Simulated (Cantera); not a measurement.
Input: 1 mol Si, 0.017 mol HCl, 1.6 mol H2, at 110000 Pa.

These are equilibrium values from Cantera (NASA tables, ideal gas, pure condensed phases), not measurements of a reactor. Candidate condensed phases: Si; 19 gas species. The tables' values for SiCl3 are old estimates; treat these amounts as uncertain. Equilibrium is a limit: real reactors are often held back by kinetics, nucleation or transport.

x: gas mole fraction; n: condensed amount in mol.

```json
[
 {"T (°C)": "452", "x H2": "0.997", "x HCl": "0.000143", "x SiHCl3": "0.00201", "x SiCl4": "0.000939", "x SiH2Cl2": "0.000300", "n Si(s)": "0.995"},
 {"T (°C)": "527", "x H2": "0.996", "x HCl": "0.000434", "x SiHCl3": "0.00192", "x SiCl4": "0.000924", "x SiH2Cl2": "0.000322", "n Si(s)": "0.995"},
 {"T (°C)": "602", "x H2": "0.996", "x HCl": "0.00107", "x SiHCl3": "0.00177", "x SiCl4": "0.000867", "x SiH2Cl2": "0.000331", "n Si(s)": "0.995"},
 {"T (°C)": "677", "x H2": "0.995", "x HCl": "0.00222", "x SiHCl3": "0.00154", "x SiCl4": "0.000748", "x SiH2Cl2": "0.000322", "n Si(s)": "0.996"},
 {"T (°C)": "752", "x H2": "0.994", "x HCl": "0.00396", "x SiHCl3": "0.00120", "x SiCl4": "0.000558", "x SiH2Cl2": "___", "n Si(s)": "0.997"},
 {"T (°C)": "827", "x H2": "0.992", "x HCl": "0.00608", "x SiHCl3": "0.000792", "x SiCl4": "0.000329", "x SiH2Cl2": "___", "n Si(s)": "0.998"},
 {"T (°C)": "902", "x H2": "0.991", "x HCl": "0.00799", "x SiHCl3": "0.000407", "x SiCl4": "0.000139", "x SiH2Cl2": "___", "n Si(s)": "0.999"},
 {"T (°C)": "977", "x H2": "0.990", "x HCl": "0.00914", "x SiHCl3": "0.000165", "x SiCl4": "4.27e-5", "x SiH2Cl2": "___", "n Si(s)": "0.999"},
 {"T (°C)": "1052", "x H2": "0.990", "x HCl": "0.00961", "x SiHCl3": "6.04e-5", "x SiCl4": "1.14e-5", "x SiH2Cl2": "___", "n Si(s)": "0.999"},
 {"T (°C)": "1127", "x H2": "0.990", "x HCl": "0.00976", "x SiHCl3": "2.27e-5", "x SiCl4": "3.16e-6", "x SiH2Cl2": "___", "n Si(s)": "0.999"},
 {"T (°C)": "1202", "x H2": "0.990", "x HCl": "0.00981", "x SiHCl3": "9.15e-6", "x SiCl4": "9.58e-7", "x SiH2Cl2": "___", "n Si(s)": "0.999"},
 {"T (°C)": "1277", "x H2": "0.990", "x HCl": "0.00981", "x SiHCl3": "3.99e-6", "x SiCl4": "3.22e-7", "x SiH2Cl2": "___", "n Si(s)": "0.999"}
]
```

**Question.** Complete the blanks.

**Answer.** 
- 752, x SiH2Cl2: 0.000288
- 827, x SiH2Cl2: 0.000228
- 902, x SiH2Cl2: 0.000152
- 977, x SiH2Cl2: 8.65e-5
- 1052, x SiH2Cl2: 4.57e-5
- 1127, x SiH2Cl2: 2.45e-5
- 1202, x SiH2Cl2: 1.37e-5
- 1277, x SiH2Cl2: 8.08e-6
